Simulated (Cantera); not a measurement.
An isothermal, constant-pressure homogeneous reactor starts with CH4 : H2 : CO2 = 0.018 : 1 : 0.0094 (molar parts), at 1600 K and 0.133 bar. Integrator tolerance rtol = 1e-08.

Computed with Cantera and GRI-Mech 3.0 (53 species, 325 reactions). GRI-Mech 3.0 stops at C3 and has no aromatics, soot or wall deposition, so with more carbon than oxygen in the feed, carbon stays in small species such as C2H2 where larger ones or solid carbon would form.

Task: What does this change do: pressure from 0.133 bar to 0.0267 bar?

Result: 
| quantity | before | after |
|---|---|---|
| x(CH4) at 20.0 s | 0.00410 (gas-phase equilibrium 0.00216) | 0.00422 (gas-phase equilibrium 0.000491) |
| x(H2) at 20.0 s | 0.971 (gas-phase equilibrium 0.977) | 0.971 (gas-phase equilibrium 0.978) |
| x(CO2) at 20.0 s | 2.76e-5 (gas-phase equilibrium 1.16e-9) | 2.77e-5 (gas-phase equilibrium 2.04e-10) |
| x(C2H4) at 20.0 s | 8.83e-5 (gas-phase equilibrium 4.26e-5) | 1.91e-5 (gas-phase equilibrium 1.10e-5) |
| x(HO2) at 20.0 s | <1e-12 (gas-phase equilibrium <1e-12) | <1e-12 (gas-phase equilibrium <1e-12) |
| x(CH2O) at 20.0 s | 1.00e-9 (gas-phase equilibrium 9.99e-10) | 1.15e-9 (gas-phase equilibrium 2.00e-10) |
Radical loss at walls, strong at low pressure, is not modelled.

Task: What does this change do: pressure from 0.133 bar to 0.0100 bar?

Result: 
| quantity | before | after |
|---|---|---|
| x(CH4) at 20.0 s | 0.00410 (gas-phase equilibrium 0.00216) | 0.00503 (gas-phase equilibrium 0.000188) |
| x(H2) at 20.0 s | 0.971 (gas-phase equilibrium 0.977) | 0.970 (gas-phase equilibrium 0.977) |
| x(CO2) at 20.0 s | 2.76e-5 (gas-phase equilibrium 1.16e-9) | 2.78e-5 (gas-phase equilibrium 7.50e-11) |
| x(C2H4) at 20.0 s | 8.83e-5 (gas-phase equilibrium 4.26e-5) | 8.22e-6 (gas-phase equilibrium 4.29e-6) |
| x(HO2) at 20.0 s | <1e-12 (gas-phase equilibrium <1e-12) | <1e-12 (gas-phase equilibrium <1e-12) |
| x(CH2O) at 20.0 s | 1.00e-9 (gas-phase equilibrium 9.99e-10) | 2.09e-9 (gas-phase equilibrium 7.48e-11) |
Radical loss at walls, strong at low pressure, is not modelled.
